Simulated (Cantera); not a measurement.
**Stirred combustor or abatement burner**

A perfectly stirred reactor is fed with 9.57 % CH₄, 11.5 % H₂, 16.6 % O₂, 62.4 % N₂, equivalence ratio 1.5, at 380000 Pa; it is adiabatic with a 648 K inlet, and is followed from long to short residence time, starting on the burning branch (τ in s: 0.41, 0.14, 0.046, 0.016, 0.0052, 0.0018, 0.00059, 0.0002, 6.7e-05, 2.3e-05, 7.6e-06).

Detailed kinetics in Cantera: GRI-Mech 3.0 (53 species, 325 reactions).

| τ (s) | T (K) | x CH₄ | x H₂ | x O₂ | x C₂H | x C₂H₄ | x N₂O |
|---|---|---|---|---|---|---|---|
| 0.41 | 2248 | 1.26e-5 | 0.0949 | 7.68e-6 | 2.39e-11 | 5.79e-10 | 5.22e-9 |
| 0.14 | 2247 | 3.22e-5 | 0.0948 | 1.61e-5 | 1.64e-10 | 4.05e-9 | 6.60e-9 |
| 0.046 | 2246 | 7.80e-5 | 0.0947 | 3.88e-5 | 1.09e-9 | 2.66e-8 | 9.95e-9 |
| 0.016 | 2244 | 0.000169 | 0.0944 | 9.36e-5 | 5.86e-9 | 1.42e-7 | 1.66e-8 |
| 0.0052 | 2240 | 0.000359 | 0.0937 | 0.000242 | 3.08e-8 | 7.55e-7 | 3.02e-8 |
| 0.0018 | 2235 | 0.000673 | 0.0925 | 0.000584 | 1.21e-7 | 3.14e-6 | 4.99e-8 |
| 0.00059 | 2223 | 0.00117 | 0.0907 | 0.00143 | 3.80e-7 | 1.14e-5 | 6.80e-8 |
| 0.00020 | 2198 | 0.00192 | 0.0886 | 0.00335 | 8.80e-7 | 3.48e-5 | 6.40e-8 |
| 6.7e-5 | 2136 | 0.00382 | 0.0866 | 0.00889 | 1.52e-6 | 0.000123 | 3.95e-8 |
| 2.3e-5 | 648 | 0.0957 | 0.115 | 0.166 | <1e-12 | <1e-12 | <1e-12 |
| 7.6e-6 | 648 | 0.0957 | 0.115 | 0.166 | <1e-12 | <1e-12 | <1e-12 |
x: mole fraction; the columns are a selection and need not sum to one.
